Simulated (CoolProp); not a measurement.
Methane at 518.8 K and 2.5 MPa flows at 1.1 m/s in a round tube of 10 mm bore and 0.25 µm roughness, fully developed (64/Re and Nu = 3.66 if laminar; Colebrook and Gnielinski if turbulent). Each further row changes one setting.

Model: reference Helmholtz-energy equation of state, Setzmann 1991, in CoolProp.

```
case              Reynolds number  Darcy friction factor  pressure drop (Pa/m)  heat-transfer coefficient (W/(m² K))  mass flow (kg/h)
----------------  ---------------  ---------------------  --------------------  ------------------------------------  ----------------
as stated                    5770                 0.0359                  20.2                                   136              2.89
velocity 2.2 m/s            11500                 0.0298                  67.0                                   245              5.78
diameter 20 mm              11500                 0.0298                  8.36                                   122              11.6
```

Viscosity comes from a separate model (Quiñones-Cisneros 2006). Thermal conductivity comes from a separate model (Friend 1989).
